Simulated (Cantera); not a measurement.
# Thermodynamics of oxide etching and cleaning by halides, feed MgO + SiCl4 + O2

Input: 1 mol MgO, 0.79 mol SiCl4, 0.072 mol O2, held at 2.50 Pa.

These are equilibrium values from Cantera (NASA tables, ideal gas, pure condensed phases), not measurements of a reactor. Candidate condensed phases: Mg, MgCl2, MgO, MgSiO3, Mg2SiO4, Si, SiO2; 20 gas species. Mutual solubility and eutectic melting of coexisting phases are not modelled. The tables' values for SiCl3, SiO2 are old estimates; treat these amounts as uncertain. The tables hold silica as quartz up to 1696 K and as liquid above; real silica turns to tridymite and cristobalite and melts near 1996 K. Condensed phases not in the tables: alloys, solid solutions and most ternary compounds. Kinetics and transport are ignored.

| T (°C) | x MgCl2 | x SiCl4 | x Cl | x Cl2 | x SiO | x SiCl2 | x SiCl3 | n MgCl2(s) | n SiO2(β-quartz) | n SiO2(condensed) | n Mg2SiO4(s) |
|---|---|---|---|---|---|---|---|---|---|---|---|
| 575 | 0.0489 | 0.572 | 0.00329 | 0.376 | <1e-12 | <1e-12 | 3.73e-10 | 0.981 | 0.572 | 0 | 0 |
| 675 | 0.730 | 0.159 | 0.0108 | 0.0997 | <1e-12 | <1e-12 | 1.14e-8 | 0 | 0.572 | 0 | 0 |
| 775 | 0.718 | 0.157 | 0.0440 | 0.0814 | <1e-12 | 1.21e-11 | 3.22e-7 | 0 | 0.572 | 0 | 0 |
| 875 | 0.693 | 0.151 | 0.112 | 0.0437 | 1.81e-11 | 2.82e-9 | 6.21e-6 | 0 | 0.572 | 0 | 0 |
| 975 | 0.672 | 0.146 | 0.169 | 0.0122 | 1.83e-8 | 5.74e-7 | 0.000108 | 0 | 0.572 | 0 | 0 |
| 1075 | 0.665 | 0.143 | 0.188 | 0.00252 | 1.08e-5 | 8.68e-5 | 0.00157 | 0 | 0.572 | 0 | 0 |
| 1175 | 0.645 | 0.121 | 0.213 | 0.000684 | 0.00227 | 0.00529 | 0.0132 | 0 | 0.570 | 0 | 0 |
| 1275 | 0.510 | 0.0333 | 0.347 | 0.000470 | 0.0630 | 0.0281 | 0.0183 | 0 | 0.510 | 0 | 0 |
| 1375 | 0.388 | 0.000106 | 0.445 | 0.000236 | 0.165 | 0.00171 | 0.000287 | 0 | 0.359 | 0 | 0 |
| 1475 | 0.383 | 5.30e-8 | 0.448 | 8.31e-5 | 0.168 | 1.80e-5 | 7.32e-7 | 0 | 0 | 0.354 | 0 |
| 1575 | 0.253 | 1.75e-10 | 0.527 | 4.47e-5 | 0.209 | 6.55e-7 | 8.80e-9 | 0 | 0 | 0.0523 | 0.0987 |
x: gas mole fraction; n: condensed amount in mol.

At 575 °C the condensed part is MgCl2(s) + SiO2(β-quartz). From 675 °C to 1375 °C the condensed part is SiO2(β-quartz). At 1475 °C the condensed part is SiO2(condensed). At 1575 °C the condensed part is Mg2SiO4(s) + SiO2(condensed). The main Mg-bearing gas is MgCl2 throughout.
